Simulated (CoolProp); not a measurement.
Aqueous ethylene glycol as a coolant, at 8 °C, 1 atm.

Model: Melinder's fits for secondary coolants, in CoolProp.

| mass % | freezing point (°C) | viscosity (mPa s) | conductivity (W/(m K)) | cp (kJ/(kg K)) | Prandtl number |
|---|---|---|---|---|---|
| 2.4 | -0.7 | 1.47 | 0.567 | 4.158 | 10.8 |
| 9.4 | -3.1 | 1.77 | 0.538 | 4.049 | [?] |
| 16.3 | -6.1 | 2.16 | 0.509 | 3.939 | 16.7 |
| 23.3 | -9.9 | 2.64 | 0.480 | 3.814 | 21.0 |
| 30.3 | -14.8 | 3.22 | 0.452 | [?] | 26.2 |
| 37.3 | -21.0 | 3.93 | 0.426 | 3.528 | 32.6 |
| 44.3 | [?] | 4.81 | 0.401 | 3.374 | 40.4 |
| 51.3 | -37.8 | [?] | [?] | 3.218 | 50.3 |
| 58.3 | -48.4 | [?] | 0.356 | 3.060 | 62.3 |

**Question.** What belongs in the gaps?

**Answer.** 
- 9.4, Prandtl number: 13.3
- 30.3, cp (kJ/(kg K)): 3.676
- 44.3, freezing point (°C): -28.7
- 51.3, viscosity (mPa s): 5.90
- 51.3, conductivity (W/(m K)): 0.378
- 58.3, viscosity (mPa s): 7.25
